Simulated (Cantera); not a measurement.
Mixture: CH₄ : C₂H₆ : O₂ : N₂ = 1 : 0.16 : 1.83 : 6.88 (molar parts), at 1.00 bar, adiabatic and at constant volume. Ignition delay is the time to a rise of 400 K.

Cantera simulation using GRI-Mech 3.0 (53 species, 325 reactions); the numbers are that mechanism's predictions, not measurements.

### Question
Predict: delay at 1175 K; delay at 1225 K; delay at 1275 K; delay at 1325 K; delay at 1375 K; delay at 1425 K; delay at 1475 K; apparent activation energy between 1375 and 1475 K.

### Answer
| Property | Result |
|---|---|
| delay at 1175 K | 4.82 ms |
| delay at 1225 K | 2.60 ms |
| delay at 1275 K | 1.50 ms |
| delay at 1325 K | 0.914 ms |
| delay at 1375 K | 0.571 ms |
| delay at 1425 K | 0.364 ms |
| delay at 1475 K | 0.236 ms |
| apparent activation energy between 1375 and 1475 K | 150 kJ/mol |
